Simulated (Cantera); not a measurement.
A freely propagating, adiabatic, planar premixed flame of H2 : O2 : N2 = 1 : 0.685 : 2.58 (molar parts), equivalence ratio 0.73, unburnt at 498 K and 1000000 Pa; mixture-averaged transport, grid criteria slope 0.08 and curve 0.16, no radiation.

Model: the H2/O2 subset of GRI-Mech 3.0, which has no nitrogen chemistry, integrated in Cantera. The hydrogen kinetics of GRI-Mech 3.0 are dated; newer H2 mechanisms differ, most at raised pressure. Burning velocities carry a grid error of a few per cent, more on coarse grids.

### Question
How do the results move with these cheaper or finer settings: unity-Lewis-number transport; multicomponent transport; multicomponent+Soret transport; grid criteria slope 0.5, curve 1; grid criteria slope 0.25, curve 0.5; grid criteria slope 0.03, curve 0.06?

### Answer
```
setting                               laminar burning velocity  thermal thickness  peak x(H2O2)  peak x(OH)  grid points
------------------------------------  ------------------------  -----------------  ------------  ----------  -----------
as above                                              164 cm/s          0.0306 mm      0.000274     0.00892          109
unity-Lewis-number transport                          246 cm/s          0.0217 mm      0.000112      0.0124          113
multicomponent transport                              167 cm/s          0.0299 mm      0.000270     0.00902          110
multicomponent+Soret transport                        149 cm/s          0.0311 mm      0.000277     0.00850          110
grid criteria slope 0.5, curve 1                      175 cm/s          0.0362 mm      0.000305     0.00792           34
grid criteria slope 0.25, curve 0.5                   169 cm/s          0.0324 mm      0.000277     0.00864           52
grid criteria slope 0.03, curve 0.06                  170 cm/s          0.0295 mm      0.000268     0.00936          248
```
Unity Lewis numbers drop preferential diffusion, which matters most where H2 and H carry the flame; Soret adds thermal diffusion.
